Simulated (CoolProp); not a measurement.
Vapour-liquid equilibrium of n-pentane (1) + cyclohexane (2) at 67.35 °C; x and y are mole fractions of (1).

Values from CoolProp's multi-fluid Helmholtz-energy mixture model, Thol 2019 and Zhou 2014; pair parameters Bell 2016.

| x | bubble pressure (MPa) | y at the bubble point | dew pressure at overall composition x (MPa) | liquid density (mol/L) |
|---|---|---|---|---|
| 0.05 | 0.07807 | 0.185 | 0.06932 | 8.676 |
| 0.125 | 0.09460 | 0.375 | 0.07392 | 8.627 |
| 0.2 | 0.1104 | 0.504 | 0.07914 | 8.578 |
| 0.275 | 0.1256 | 0.600 | 0.08514 | 8.527 |
| 0.35 | 0.1404 | 0.674 | 0.09208 | 8.476 |
| 0.425 | 0.1548 | 0.734 | 0.1002 | 8.424 |
| 0.5 | 0.1690 | 0.784 | 0.1098 | 8.372 |
| 0.575 | 0.1831 | 0.827 | 0.1213 | 8.318 |
| 0.65 | 0.1971 | 0.865 | 0.1353 | 8.263 |
| 0.725 | 0.2111 | 0.899 | 0.1525 | 8.207 |
| 0.8 | 0.2252 | 0.929 | 0.1739 | 8.149 |
| 0.875 | 0.2395 | 0.957 | 0.2011 | 8.091 |
| 0.95 | 0.2540 | 0.983 | 0.2356 | 8.030 |

No azeotrope shows between x = 0.05 and 0.95.

Pair parameters are fitted to limited data, so mixtures are less certain than the pure fluids.
